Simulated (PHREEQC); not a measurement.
# Spent oxide etchant

Consider water at 25 °C with 14 mmol/kgw HF, 0.041 mmol/kgw (NH4)2SiF6 and 0.063 mmol/kgw H3BO3. It is in equilibrium with CO2 at log p = -3.4 (atm). Otherwise closed; pH follows from the charge balance.

Computed with PHREEQC (ion-association model, wateq4f.dat).

```json
{
  "pH": "2.57",
  "ionic_strength": "0.00299 mol/kgw",
  "total_alkalinity": "-14.2 meq/kg"
}
```

```
species  molality  activity   log γ
-------  --------  --------  ------
HF         0.0103    0.0103   0.000
H+        0.00286   0.00271  -0.024
F-        0.00269   0.00254  -0.026
H2F2     0.000276  0.000276   0.000
HF2-     0.000106  0.000100  -0.026
NH4+      8.20e-5   7.72e-5  -0.026
BF4-      6.02e-5   5.66e-5  -0.027
SiF6-2    4.10e-5   3.24e-5  -0.102
CO2       1.35e-5   1.36e-5   0.000
```

Precipitation was switched off in this run. Species that the database lacks are ignored. SiF6-2 is the database's only silicon fluoride. Real BF4- forms and hydrolyses slowly; the run takes it at equilibrium.
